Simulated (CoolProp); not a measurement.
Propyne along the isobar 0.758 MPa: Z from the reference equation and from simpler models built on Tc = 402.7 K, pc = 5.658 MPa, ω = 0.204; each cubic takes its own stable root.

Computed with CoolProp (reference Helmholtz-energy equation of state, Polt 1992). This equation is an older, rougher fit.

| T (K) | phase | reference |
|---|---|---|
| 362.9 | gas | 0.9312 |
| 372.2 | gas | 0.9371 |
| 381.4 | gas | 0.9422 |
| 390.7 | gas | 0.9468 |
| 399.9 | gas | 0.9508 |
| 409.2 | gas | 0.9545 |
| 418.5 | gas | 0.9578 |
| 427.7 | gas | 0.9607 |
| 437 | gas | 0.9634 |
| 446.2 | gas | 0.9658 |
| 455.5 | gas | 0.9680 |
| 464.7 | gas | 0.9701 |
| 474 | gas | 0.9719 |

**Question.** How far does each simpler model (Pitzer virial, van der Waals, Soave-Redlich-Kwong, Peng-Robinson) lie from the reference over these 13 states: mean and median of the absolute difference, and the worst?

**Answer.** 
- Pitzer virial: mean 0.2 %, median 0.2 %, worst +0.3 % at 362.9 K and 0.758 MPa
- van der Waals: mean 0.6 %, median 0.5 %, worst +1.6 % at 362.9 K and 0.758 MPa
- Soave-Redlich-Kwong: mean 0.1 %, median 0.1 %, worst +0.2 % at 362.9 K and 0.758 MPa
- Peng-Robinson: mean 0.4 %, median 0.4 %, worst -0.4 % at 390.7 K and 0.758 MPa
